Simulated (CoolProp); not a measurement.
Vapour-liquid equilibrium of hydrogen sulfide (1) + toluene (2) at 236 kPa; x and y are mole fractions of (1).

Values from CoolProp's multi-fluid Helmholtz-energy mixture model, Lemmon 2006 and Lemmon 2006; pair parameters Bell 2016.

```
x     bubble temperature, mixture model (K)  bubble temperature, Raoult's law (K)  y, mixture model  y, Raoult's law
----  -------------------------------------  ------------------------------------  ----------------  ---------------
0.05                                  339.8                                 333.3             0.897            0.925
0.15                                  290.0                                 288.0             0.990            0.992
0.25                                  272.8                                 270.1             0.997            0.998
0.35                                  262.7                                 259.4             0.998            0.999
0.45                                  255.2                                 252.0             0.999            1.000
0.55                                  249.1                                 246.3             1.000            1.000
0.65                                  243.8                                 241.9             1.000            1.000
0.75                                  239.4                                 238.2             1.000            1.000
0.85                                  235.6                                 235.1             1.000            1.000
0.95                                  232.5                                 232.4             1.000            1.000
```

The largest gap from Raoult's law is +6.5 K in bubble temperature, at x = 0.05. No azeotrope shows between x = 0.05 and 0.95.

Pair parameters are fitted to limited data, so mixtures are less certain than the pure fluids.
